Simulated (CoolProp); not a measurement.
Vapour-liquid equilibrium of CHF3 (R23) (1) + R152A (2) at 0.185 MPa; x and y are mole fractions of (1).

Values from CoolProp's multi-fluid Helmholtz-energy mixture model, Penoncello 2003 and Outcalt 1996; pair parameters Bell 2016.

Q: Give the bubble temperature and the first vapour's composition at x = 0.05, 0.2, 0.5. Is there an azeotrope?

A: x = 0.05: 255.3 K, y = 0.307; x = 0.2: 237.0 K, y = 0.738; x = 0.5: 217.3 K, y = 0.944. No azeotrope shows between x = 0.05 and 0.95.

Pair parameters are fitted to limited data, so mixtures are less certain than the pure fluids.
